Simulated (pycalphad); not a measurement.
Source of the numbers: pycalphad with the COST 507 light-alloy database (1999); pressure 1 atm. No gas phase is included, though pure Mg would boil below 1377 °C. The data set is of 1999 and partly superseded. Diffusion is slow at the low end, where real alloys seldom reach equilibrium.

### Question
How does the equilibrium phase assembly of Al-1.84Mg-0.06Si (at.%) change on cooling from 1377 °C to 77 °C?

### Answer
```csv
T (°C),phases above,phases below
651.6,LIQUID,FCC_A1 + LIQUID
628.4,FCC_A1 + LIQUID,FCC_A1
508.9,FCC_A1,FCC_A1 + MG2SI
115.5,FCC_A1 + MG2SI,ALMG_BETA + FCC_A1 + MG2SI
```
Changes were sought between steps of 50 K, so a narrower field can be missed.

Database names, with the compositions (at.%) that they take in these runs: MG2SI: Mg 67 Si 33; ALMG_BETA: Al 61 Mg 39. FCC_A1 is fcc.
